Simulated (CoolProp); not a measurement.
The numbers come from the reference Helmholtz-energy equation of state, Thol 2018 in CoolProp.

Q: For hydrogen chloride, give the phase and the cv (kJ/(kg K)), Joule-Thomson coefficient (K/MPa) at 537.2 K and 0.101 MPa; 569.6 K and 0.101 MPa.

A: 
- 537.2 K and 0.101 MPa: gas; cv 0.578, Joule-Thomson coefficient 4.98
- 569.6 K and 0.101 MPa: gas; cv 0.580, Joule-Thomson coefficient 4.49
